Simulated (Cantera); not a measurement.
Charge: 1 mol Si, 3.2 mol HCl, 5.2 mol H2, held at 1225 K and 10000 Pa.

These are equilibrium values from Cantera (NASA tables, ideal gas, pure condensed phases), not measurements of a reactor. Candidate condensed phases: Si; 19 gas species. The tables' values for SiCl3 are old estimates; treat these amounts as uncertain. The numbers say what is thermodynamically allowed, not how fast it happens.

Base state: H2 0.822, HCl 0.0782, SiCl4 0.0524, SiCl2 0.0181, SiHCl3 0.0172, SiCl3 0.0110, SiH2Cl2 0.000752 (mole fractions); condensed: Si(s).

Q: What changes in the equilibrium state with this change: temperature from 1225 K to 950 K?

A: 
```tsv
species	before	after
H2	0.822	0.878
SiCl4	0.0524	0.0814
SiHCl3	0.0172	0.0267
HCl	0.0782	0.0122
SiCl2	0.0181	0.000261
SiCl3	0.0110	0.000798
SiH2Cl2	0.000752	0.000892
Si(s), mol	0.224	0.167
```

Q: What changes in the equilibrium state with this change: temperature from 1225 K to 750 K?

A: 
| species | before | after |
|---|---|---|
| H2 | 0.822 | 0.885 |
| SiCl4 | 0.0524 | 0.0831 |
| SiHCl3 | 0.0172 | 0.0297 |
| HCl | 0.0782 | 0.00112 |
| SiCl2 | 0.0181 | 1.23e-6 |
| SiCl3 | 0.0110 | 2.35e-5 |
| SiH2Cl2 | 0.000752 | 0.000778 |
| Si(s), mol | 0.224 | 0.143 |
